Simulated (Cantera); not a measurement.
A closed system holds: 1 mol Al, 17 mol NH3, 1.8 mol H2, held at 1550 °C and 62.0 Pa.

These are equilibrium values from Cantera (NASA tables, ideal gas, pure condensed phases), not measurements of a reactor. Candidate condensed phases: Al, AlN; 13 gas species. The numbers say what is thermodynamically allowed, not how fast it happens.

Base state: H2 0.729, N2 0.229, Al 0.0267, H 0.0149, AlH 0.000243 (mole fractions); condensed: gas only.

Question: What changes in the equilibrium state with this change: temperature from 1550 °C to 675 °C?

Answer: 
```
species        before    after
-----------  --------  -------
H2              0.729    0.773
N2              0.229    0.227
H              0.0149  1.85e-8
Al             0.0267    <1e-9
AlH          0.000243    <1e-9
AlN(s), mol         0     1.00
```
